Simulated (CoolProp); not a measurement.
Values from CoolProp's reference Helmholtz-energy equation of state, Lemmon 2005. It is a short technical equation, of lower accuracy than the large ones.

### Question
Give the vapour pressure (kPa), liquid density (kg/m³), vapour density (kg/m³), enthalpy of vaporisation (kJ/kg) of saturated trans-2-butene at 323, 366 K.

### Answer
```
T (K)  p (kPa)  liquid density (kg/m³)  vapour density (kg/m³)  enthalpy of vaporisation (kJ/kg)
-----  -------  ----------------------  ----------------------  --------------------------------
323        480                     567                    11.4                               353
366       1310                     503                    31.6                               290
```
